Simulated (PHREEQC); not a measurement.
Dissolve 0.016 mol/kgw Cu(BF4)2, 0.0011 mol/kgw HBF4 and 0.099 mol/kgw NaCl at 25 °C. Closed to the air; pH follows from the charge balance.

Model: ion-association model, phreeqc.dat, run in PHREEQC.

No solid was allowed to form.

Predict the pH, ionic strength.

pH 2.68; ionic strength 0.146 mol/kgw.

In which forms is Cu present?

Cu+2 90 %, CuCl+ 8.5 %, CuF+ 1.4 % of the Cu.

Real BF4- forms and hydrolyses slowly; the run takes it at equilibrium.
